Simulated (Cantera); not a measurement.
A closed system holds: 1 mol CH2F2, 0.095 mol HCl, a varied amount of H2, equilibrated at 773 K and 1.00 bar.

These are equilibrium values from Cantera (NASA tables, ideal gas, pure condensed phases), not measurements of a reactor. Candidate condensed phases: C, C6H6, C7H8, C8H18; 118 gas species. Kinetics and transport are ignored.

### Question
Which condensed phases are stable at each of these points (n(H2) (mol)): 0.91, 1.1, 1.3, 1.5, 1.8, 2.1, 2.5, 2.9, 3.5, 4.1, 4.8, 5.7?

### Answer
```json
[
 {"n(H2) (mol)": "0.91", "condensed phases": "C(graphite)", "C condensed (%)": "80.1"},
 {"n(H2) (mol)": "1.1", "condensed phases": "C(graphite)", "C condensed (%)": "74.7"},
 {"n(H2) (mol)": "1.3", "condensed phases": "C(graphite)", "C condensed (%)": "68.7"},
 {"n(H2) (mol)": "1.5", "condensed phases": "C(graphite)", "C condensed (%)": "62.7"},
 {"n(H2) (mol)": "1.8", "condensed phases": "C(graphite)", "C condensed (%)": "53.4"},
 {"n(H2) (mol)": "2.1", "condensed phases": "C(graphite)", "C condensed (%)": "44.0"},
 {"n(H2) (mol)": "2.5", "condensed phases": "C(graphite)", "C condensed (%)": "31.3"},
 {"n(H2) (mol)": "2.9", "condensed phases": "C(graphite)", "C condensed (%)": "18.4"},
 {"n(H2) (mol)": "3.5", "condensed phases": "gas only", "C condensed (%)": "0.0"},
 {"n(H2) (mol)": "4.1", "condensed phases": "gas only", "C condensed (%)": "0.0"},
 {"n(H2) (mol)": "4.8", "condensed phases": "gas only", "C condensed (%)": "0.0"},
 {"n(H2) (mol)": "5.7", "condensed phases": "gas only", "C condensed (%)": "0.0"}
]
```

From 0.91 mol H2 to 2.9 mol H2 the condensed part is C(graphite). From 3.5 mol H2 to 5.7 mol H2 nothing is condensed.
